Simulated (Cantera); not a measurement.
A perfectly stirred reactor is fed with C2H6 : N2 = 1 : 46 (molar parts), at 13300 Pa; it is held at 1800 K, and followed from long to short residence time.

Detailed kinetics in Cantera: GRI-Mech 3.0 (53 species, 325 reactions). GRI-Mech 3.0 stops at C3 and has no aromatics, soot or wall deposition, so with more carbon than oxygen in the feed, carbon stays in small species such as C2H2 where larger ones or solid carbon would form.

| quantity | before | after |
|---|---|---|
| x(C2H6) at τ = 2.10 s | 7.91e-7 | 1.66e-7 |
| x(CH4) at τ = 2.10 s | 0.000628 | 0.000161 |
| x(C2H4) at τ = 2.10 s | 7.83e-6 | 1.74e-6 |
| x(C2H) at τ = 2.10 s | 1.14e-6 | 5.93e-6 |
| x(H) at τ = 2.10 s | 0.000261 | 0.000760 |
| x(C2H6) at τ = 19.0 ms | 6.32e-5 | 1.74e-5 |
| x(CH4) at τ = 19.0 ms | 0.00256 | 0.00139 |
| x(C2H4) at τ = 19.0 ms | 0.000298 | 9.84e-5 |
| x(C2H) at τ = 19.0 ms | 2.25e-6 | 7.78e-6 |
| x(H) at τ = 19.0 ms | 0.000500 | 0.000895 |

Name the change that produced these shifts.
A. temperature 1800 to 1873 K
B. N2 46 to 86 parts
C. pressure from 13300 Pa to 51.0 Pa
D. temperature 1800 to 1975 K

D, temperature 1800 to 1975 K
